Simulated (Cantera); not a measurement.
# Adiabatic ignition

An adiabatic, constant-pressure homogeneous reactor starts with CO : H2 : O2 : N2 = 1 : 0.91 : 2.58 : 9.7 (molar parts), equivalence ratio 0.37, at 1623 K and 500000 Pa.

Detailed kinetics in Cantera: GRI-Mech 3.0 (53 species, 325 reactions). The hydrogen kinetics of GRI-Mech 3.0 are dated; newer H2 mechanisms differ, most at raised pressure.

| t (s) | T (K) | x CO | x H2 | x O2 | x H2O2 | x NO | x HO2 | x H2O |
|---|---|---|---|---|---|---|---|---|
| 4.00e-6 | 1858 | 0.0569 | 0.00407 | 0.136 | 1.56e-6 | 9.38e-6 | 9.03e-5 | 0.0509 |
| 7.86e-6 | 2117 | 0.0330 | 0.00320 | 0.126 | 6.69e-7 | 3.26e-5 | 4.16e-5 | 0.0540 |
| 1.54e-5 | 2318 | 0.0170 | 0.00218 | 0.122 | 3.88e-7 | 7.36e-5 | 1.94e-5 | 0.0577 |
| 3.03e-5 | 2443 | 0.00921 | 0.00117 | 0.122 | 3.00e-7 | 0.000149 | 1.20e-5 | 0.0614 |
| 5.95e-5 | 2504 | 0.00504 | 0.000672 | 0.121 | 3.33e-7 | 0.000264 | 1.15e-5 | 0.0635 |
| 0.000117 | 2520 | 0.00387 | 0.000552 | 0.121 | 3.65e-7 | 0.000446 | 1.19e-5 | 0.0640 |
| 0.000230 | 2520 | 0.00378 | 0.000544 | 0.121 | 3.67e-7 | 0.000783 | 1.19e-5 | 0.0641 |
| 0.000451 | 2519 | 0.00377 | 0.000542 | 0.121 | 3.65e-7 | 0.00143 | 1.19e-5 | 0.0641 |
| 0.000886 | 2517 | 0.00374 | 0.000538 | 0.120 | 3.63e-7 | 0.00263 | 1.18e-5 | 0.0641 |
| 0.00174 | 2513 | 0.00369 | 0.000532 | 0.119 | 3.59e-7 | 0.00475 | 1.16e-5 | 0.0642 |
| 0.00342 | 2508 | 0.00361 | 0.000521 | 0.117 | 3.53e-7 | 0.00804 | 1.13e-5 | 0.0643 |
| 0.00672 | 2501 | 0.00351 | 0.000509 | 0.115 | 3.45e-7 | 0.0120 | 1.10e-5 | 0.0644 |
| 0.0132 | 2495 | 0.00344 | 0.000500 | 0.114 | 3.40e-7 | 0.0150 | 1.07e-5 | 0.0645 |
| 0.0259 | 2494 | 0.00341 | 0.000497 | 0.113 | 3.38e-7 | 0.0160 | 1.06e-5 | 0.0645 |
| 0.0509 | 2494 | 0.00341 | 0.000497 | 0.113 | 3.38e-7 | 0.0160 | 1.06e-5 | 0.0645 |
| 0.100 | 2494 | 0.00341 | 0.000497 | 0.113 | 3.38e-7 | 0.0160 | 1.06e-5 | 0.0645 |
x: mole fraction; the columns are a selection and need not sum to one.

time of steepest temperature rise: 3.02 µs
temperature at 0.100 s: 2494 K
equilibrium temperature: 2494 K
x(CO) at 0.100 s: 0.00341 (gas-phase equilibrium 0.00341)
x(H2) at 0.100 s: 0.000497 (gas-phase equilibrium 0.000497)
x(O2) at 0.100 s: 0.113 (gas-phase equilibrium 0.113)
